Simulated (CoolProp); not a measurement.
Vapour-liquid equilibrium of C2F6 (R116) (1) + R134a (2) at 0.654 MPa; x and y are mole fractions of (1).

Model: multi-fluid Helmholtz-energy mixture model, Lemmon 2006 and Tillner-Roth 1994; pair parameters Bell 2016, in CoolProp.

Problem. Give the bubble temperature and the first vapour's composition at x = 0.5, 0.8, 0.95. Is there an azeotrope?

Solution. x = 0.5: 245.9 K, y = 0.874; x = 0.8: 241.7 K, y = 0.924; x = 0.95: 239.4 K, y = 0.974. No azeotrope shows between x = 0.05 and 0.95.

The pair parameters rest on a limited set of measurements; away from them the model extrapolates. With so large a gap from Raoult's law the liquid may split in two, which this calculation doesn't test in full.
